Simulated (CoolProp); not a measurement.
Vapour-liquid equilibrium of R134a (1) + R141b (2) at 1.78 bar; x and y are mole fractions of (1).

Computed with CoolProp (multi-fluid Helmholtz-energy mixture model, Tillner-Roth 1994 and Lemmon 2006; pair parameters Bell 2016).

| x | bubble temperature, mixture model (K) | bubble temperature, Raoult's law (K) | y, mixture model | y, Raoult's law |
|---|---|---|---|---|
| 0.05 | 309.8 | 313.3 | 0.351 | 0.287 |
| 0.125 | 296.6 | 303.0 | 0.618 | 0.539 |
| 0.2 | 287.7 | 295.2 | 0.748 | 0.684 |
| 0.275 | ? | 289.0 | 0.818 | 0.775 |
| 0.35 | 277.0 | 283.9 | ? | 0.836 |
| 0.425 | 273.6 | 279.6 | 0.890 | 0.879 |
| 0.5 | 271.0 | 276.0 | ? | 0.910 |
| 0.575 | 268.9 | 272.8 | 0.927 | 0.934 |
| 0.65 | ? | 270.0 | 0.940 | 0.952 |
| 0.725 | 265.5 | 267.5 | 0.952 | 0.967 |
| 0.8 | 264.1 | 265.2 | 0.963 | 0.978 |
| 0.875 | ? | 263.2 | ? | 0.988 |
| 0.95 | 261.2 | 261.3 | 0.989 | 0.996 |

**Question.** Fill in the missing entries.

**Answer.** 
- 0.275, bubble temperature, mixture model (K): 281.5
- 0.35, y, mixture model: 0.862
- 0.5, y, mixture model: 0.911
- 0.65, bubble temperature, mixture model (K): 267.1
- 0.875, bubble temperature, mixture model (K): 262.6
- 0.875, y, mixture model: 0.976

The largest gap from Raoult's law is -7.5 K in bubble temperature, at x = 0.275. No azeotrope shows between x = 0.05 and 0.95.

The pair parameters rest on a limited set of measurements; away from them the model extrapolates.
